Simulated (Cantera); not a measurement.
Charge: 1 mol Cr₂O₃, 20 mol H₂, 1.6 mol H₂O, equilibrated at 2123 K and 4.50 Torr.

Equilibrium computed with Cantera from the NASA thermochemical tables; the gas is ideal and each condensed phase is pure. The numbers say what is thermodynamically allowed, not how fast it happens.

| species | before | after |
|---|---|---|
| H₂ | 0.788 | 0.937 |
| H | 0.0411 | 0.0448 |
| H₂O | 0.127 | 0.0126 |
| Cr | 0.0376 | 0.00547 |
| CrO₂ | 0.000260 | 2.63e-7 |
| CrO | 0.00466 | 5.66e-5 |
| O | 3.03e-5 | 2.53e-6 |
| OH | 0.000820 | 7.44e-5 |
| Cr₂O₃(s), mol | 0.510 | 0 |
Gas species are given as mole fractions.

Problem. What was changed between the two runs?
A. temperature from 2123 K to 1448 K
B. H₂ from 20 to 350 mol
C. temperature from 2123 K to 1675 K
D. pressure from 4.50 Torr to 9.00 Torr

Solution. B, H₂ from 20 to 350 mol
